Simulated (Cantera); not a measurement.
An adiabatic, constant-pressure homogeneous reactor starts with CH₄ : O₂ : N₂ : H₂O = 1 : 6.45 : 24.3 : 2.1 (molar parts), equivalence ratio 0.31, at 1700 K and 660000 Pa. Integrator tolerance rtol = 1e-08.

Detailed kinetics in Cantera: GRI-Mech 3.0 (53 species, 325 reactions).

| quantity | before | after |
|---|---|---|
| time of steepest temperature rise | 39.0 µs | 0.141 ms |
| temperature at 8.00 s | 2266 K | 2253 K |
| equilibrium temperature | 2266 K | 2253 K |
| x(CH₄) at 8.00 s | <1e-12 (gas-phase equilibrium <1e-12) | <1e-12 (gas-phase equilibrium <1e-12) |
| x(O₂) at 8.00 s | 0.125 (gas-phase equilibrium 0.125) | 0.125 (gas-phase equilibrium 0.125) |
| x(H₂O) at 8.00 s | 0.119 (gas-phase equilibrium 0.119) | 0.118 (gas-phase equilibrium 0.118) |
| x(H) at 8.00 s | 4.75e-5 (gas-phase equilibrium 4.75e-5) | 0.000135 (gas-phase equilibrium 0.000135) |
| x(CO₂) at 8.00 s | 0.0292 (gas-phase equilibrium 0.0292) | 0.0289 (gas-phase equilibrium 0.0289) |

Task: Name the change that produced these shifts.
(A) constant volume in place of constant pressure
(B) O2 6.45 to 9.4 parts
(C) pressure from 660000 Pa to 430000 Pa
(D) pressure from 660000 Pa to 140000 Pa

Result: D, pressure from 660000 Pa to 140000 Pa
